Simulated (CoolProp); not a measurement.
Vapour-liquid equilibrium of C3F8 (R218) (1) + c-C4F8 (RC318) (2) at 3.79 bar; x and y are mole fractions of (1).

Values from CoolProp's multi-fluid Helmholtz-energy mixture model, Lemmon 2006 and Platzer 1990; pair parameters Bell 2016. This equation is an older, rougher fit; its heat capacities, sound speeds and derivatives of the liquid may be far off and weren't checked against measurements.

```csv
x,bubble temperature (K),y at the bubble point,dew temperature at overall composition x (K),liquid density (mol/L)
0.05,303.6,0.070,303.8,7.390
0.125,302.0,0.186,302.9,7.433
0.2,300.0,0.306,301.8,7.480
0.275,297.5,0.425,300.5,7.530
0.35,294.7,0.536,299.1,7.582
0.425,291.6,0.637,297.5,7.634
0.5,288.4,0.723,295.6,7.682
0.575,285.3,0.795,293.5,7.726
0.65,282.2,0.853,291.1,7.762
0.725,279.3,0.900,288.4,7.790
0.8,276.6,0.937,285.0,7.809
0.875,274.1,0.965,280.9,7.816
0.95,271.8,0.988,275.5,7.813
```

No azeotrope shows between x = 0.05 and 0.95.

Pair parameters are fitted to limited data, so mixtures are less certain than the pure fluids.
